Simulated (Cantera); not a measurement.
An adiabatic, constant-pressure homogeneous reactor starts with 8.68 % H₂, 7.61 % O₂, 83.7 % N₂, equivalence ratio 0.57, at 1675 K and 0.300 bar.

Computed with Cantera and the H2/O2 subset of GRI-Mech 3.0, which has no nitrogen chemistry.

One state of this run: T (K) = 2242; x H₂ = 0.00129; x O₂ = 0.0331; x H = 0.000470; x O = 0.00117; x OH = 0.00467; x HO₂ = 1.17e-6; x H₂O = 0.0866. x: mole fraction; the columns are a selection and need not sum to one.

Q: Which value of t (s) does it belong to?
A) 0.300
B) 0.000618
C) 7.86e-5
D) 0.00173

A: A, 0.300
